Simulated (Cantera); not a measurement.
A closed system holds: 1 mol C, 69 mol H2, 4.1 mol N2, held at 227 °C and 0.0133 bar.

Method: chemical equilibrium by Gibbs-energy minimisation in Cantera with the NASA 1993 tables (ideal gas, pure condensed phases). Candidate condensed phases: C, C6H6, C7H8, C8H18; 92 gas species. Kinetics and transport are ignored.

### Question
What is the equilibrium state?

### Answer
- x(H2): 0.929
- x(N2): 0.0565
- x(CH4): 0.0139
- x(NH3): 0.000900
- gas amount: 72.04 mol
- log10 activity of C(graphite) (absent): -3.32
- log10 activity of C7H8(l) (absent): -50.05
